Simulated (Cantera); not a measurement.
Charge: 1 mol SiC, 0.018 mol O2, 3.2 mol N2, equilibrated at 0.00133 bar.

Method: chemical equilibrium by Gibbs-energy minimisation in Cantera with the NASA 1993 tables (ideal gas, pure condensed phases). Candidate condensed phases: C, Si, SiC, SiO2, Si2N2O, Si3N4; 34 gas species. Mutual solubility and eutectic melting of coexisting phases are not modelled. Equilibrium is a limit: real reactors are often held back by kinetics, nucleation or transport.

Problem. At 1573 K, list the 3 most abundant gas species with their mole fractions, and the condensed phases.

Solution. N2 0.990, CO 0.00626, SiO 0.00354. Condensed: SiC(s) + Si2N2O(s).
